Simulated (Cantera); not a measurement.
A closed system holds: 1 mol Cu, 18 mol CO2, 1.7 mol H2, held at 1850 K.

Equilibrium computed with Cantera from the NASA thermochemical tables; the gas is ideal and each condensed phase is pure. Candidate condensed phases: C, C6H6, C7H8, C8H18, Cu, CuO, Cu(OH)2, Cu2O, H2O; 113 gas species. Equilibrium is a limit: real reactors are often held back by kinetics, nucleation or transport.

Q: What share of the Cu ends up in condensed phases as a function of P (Pa), at 10, 82, 670, 5500, 45000, 370000, 3000000?

A: 
```tsv
P (Pa)	Cu condensed (%)	as
10	0.0	-
82	0.0	-
670	0.0	-
5500	65.2	Cu(l)
45000	95.8	Cu(l)
370000	99.5	Cu(l)
3000000	99.9	Cu(l)
```
